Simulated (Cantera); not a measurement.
Feed: 1 mol TiO2, 17 mol CO, 11 mol H2, at 41.0 Pa.

Equilibrium computed with Cantera from the NASA thermochemical tables; the gas is ideal and each condensed phase is pure. Candidate condensed phases: C, C6H6, C7H8, C8H18, H2O, Ti, TiC, TiO, TiO2, Ti2O3, Ti3O5, Ti4O7; 113 gas species. Rates play no part.

**Question.** At 2098 K, list the 6 most abundant gas species with their mole fractions, and the condensed phases.

**Answer.** CO 0.577, H2 0.323, H 0.0864, H2O 0.00824, CO2 0.00298, TiO2 0.00111. Condensed: Ti3O5(l).
